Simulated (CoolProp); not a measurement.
CF4 (R14) along the isobar 2740 kPa: density (kg/m³) from the reference equation and from simpler models built on Tc = 227.4 K, pc = 3762 kPa, ω = 0.178; each cubic takes its own stable root.

Values from CoolProp's reference Helmholtz-energy equation of state, Platzer 1990. This equation is an older, rougher fit; its heat capacities, sound speeds and derivatives of the liquid may be far off and weren't checked against measurements.

| T (K) | phase | reference | van der Waals | Redlich-Kwong | Soave-Redlich-Kwong |
|---|---|---|---|---|---|
| 200 | liquid | 1263 | 826.9 | 1134 | 1172 |
| 230.5 | gas | 178.4 | (withheld) | 178.6 | 178.1 |
| 260.9 | gas | 134.1 | 135.0 | 135.7 | 133.6 |
| 291.4 | gas | 111.9 | 113.8 | 113.2 | 111.1 |
| 321.9 | gas | 97.21 | (withheld) | 98.45 | 96.50 |
| 352.3 | gas | (withheld) | (withheld) | 87.67 | (withheld) |
| 382.8 | gas | 78.21 | 80.08 | (withheld) | 77.72 |
| 413.2 | gas | 71.53 | 73.26 | 72.55 | 71.16 |
| 443.7 | gas | 65.98 | 67.58 | 66.96 | 65.72 |

**Question.** Fill in the missing entries.

**Answer.** 
- 230.5, van der Waals: 172.1
- 321.9, van der Waals: 99.30
- 352.3, reference: 86.52
- 352.3, van der Waals: 88.54
- 352.3, Soave-Redlich-Kwong: 85.92
- 382.8, Redlich-Kwong: 79.28
